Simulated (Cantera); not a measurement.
# Halide evaporation, hydrolysis and transport: CaF2 + H2

Feed: 1 mol CaF2, 0.27 mol H2, at 0.00525 Torr.

Method: chemical equilibrium by Gibbs-energy minimisation in Cantera with the NASA 1993 tables (ideal gas, pure condensed phases). Candidate condensed phases: Ca, CaF2; 15 gas species. The numbers say what is thermodynamically allowed, not how fast it happens.

```json
[
 {"T (K)": "1198", "log p H2": "-5.16", "log p CaF2": "-9.26", "log p HF": "-9.10", "log p H": "-9.30", "log p CaF": "-10.00", "log p Ca": "-9.46", "n CaF2(s)": "1.000"},
 {"T (K)": "1273", "log p H2": "-5.16", "log p CaF2": "-8.19", "log p HF": "-8.37", "log p H": "-8.72", "log p CaF": "-9.05", "log p Ca": "-8.78", "n CaF2(s)": "1.000"},
 {"T (K)": "1348", "log p H2": "-5.16", "log p CaF2": "-7.25", "log p HF": "-7.73", "log p H": "-8.22", "log p CaF": "-8.22", "log p Ca": "-8.20", "n CaF2(s)": "0.997"},
 {"T (K)": "1423", "log p H2": "-5.19", "log p CaF2": "-6.42", "log p HF": "-7.15", "log p H": "-7.77", "log p CaF": "-7.50", "log p Ca": "-7.71", "n CaF2(s)": "0.982"},
 {"T (K)": "1498", "log p H2": "-5.35", "log p CaF2": "-5.68", "log p HF": "-6.66", "log p H": "-7.44", "log p CaF": "-6.90", "log p Ca": "-7.34", "n CaF2(s)": "0.867"},
 {"T (K)": "1573", "log p H2": "-5.90", "log p CaF2": "-5.30", "log p HF": "-6.45", "log p H": "-7.34", "log p CaF": "-6.61", "log p Ca": "-7.26", "n CaF2(s)": "0"},
 {"T (K)": "1648", "log p H2": "-5.95", "log p CaF2": "-5.32", "log p HF": "-6.28", "log p H": "-7.03", "log p CaF": "-6.47", "log p Ca": "-7.04", "n CaF2(s)": "0"},
 {"T (K)": "1723", "log p H2": "-6.03", "log p CaF2": "-5.34", "log p HF": "-6.14", "log p H": "-6.75", "log p CaF": "-6.35", "log p Ca": "-6.86", "n CaF2(s)": "0"},
 {"T (K)": "1798", "log p H2": "-6.13", "log p CaF2": "-5.37", "log p HF": "-6.03", "log p H": "-6.52", "log p CaF": "-6.26", "log p Ca": "-6.71", "n CaF2(s)": "0"},
 {"T (K)": "1873", "log p H2": "-6.29", "log p CaF2": "-5.40", "log p HF": "-5.94", "log p H": "-6.34", "log p CaF": "-6.18", "log p Ca": "-6.60", "n CaF2(s)": "0"},
 {"T (K)": "1948", "log p H2": "-6.51", "log p CaF2": "-5.43", "log p HF": "-5.88", "log p H": "-6.20", "log p CaF": "-6.13", "log p Ca": "-6.53", "n CaF2(s)": "0"},
 {"T (K)": "2023", "log p H2": "-6.80", "log p CaF2": "-5.45", "log p HF": "-5.84", "log p H": "-6.12", "log p CaF": "-6.10", "log p Ca": "-6.50", "n CaF2(s)": "0"},
 {"T (K)": "2098", "log p H2": "-7.12", "log p CaF2": "-5.47", "log p HF": "-5.83", "log p H": "-6.07", "log p CaF": "-6.07", "log p Ca": "-6.49", "n CaF2(s)": "0"},
 {"T (K)": "2173", "log p H2": "-7.46", "log p CaF2": "-5.48", "log p HF": "-5.83", "log p H": "-6.05", "log p CaF": "-6.06", "log p Ca": "-6.49", "n CaF2(s)": "0"}
]
```
log p: log10 of the partial pressure in bar; n: condensed amount in mol.

From 1198 K to 1498 K the condensed part is CaF2(s). From 1573 K to 2173 K nothing is condensed. The main Ca-bearing gas is CaF2 throughout.
